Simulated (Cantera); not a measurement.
Charge: 1 mol V2O5, 21 mol H2, 1.9 mol H2O, equilibrated at 1848 K and 33.0 mbar.

Method: chemical equilibrium by Gibbs-energy minimisation in Cantera with the NASA 1993 tables (ideal gas, pure condensed phases). Candidate condensed phases: H2O, V, VO, V2O3, V2O4, V2O5; 12 gas species. Condensed phases not in the tables: the oxides between V2O3 and V2O5 other than VO2. Equilibrium is a limit: real reactors are often held back by kinetics, nucleation or transport.

Base state: H2 0.827, H2O 0.170, H 0.00265, VO2 0.000107, OH 4.01e-5 (mole fractions); condensed: V2O3(s).

Q: What changes in the equilibrium state with this change: temperature from 1848 K to 825 K?

A: 
| species | before | after |
|---|---|---|
| H2 | 0.827 | 0.830 |
| H2O | 0.170 | 0.170 |
| H | 0.00265 | <1e-9 |
| VO2 | 0.000107 | <1e-9 |
| OH | 4.01e-5 | <1e-9 |
| V2O3(s), mol | 0.999 | 1.00 |
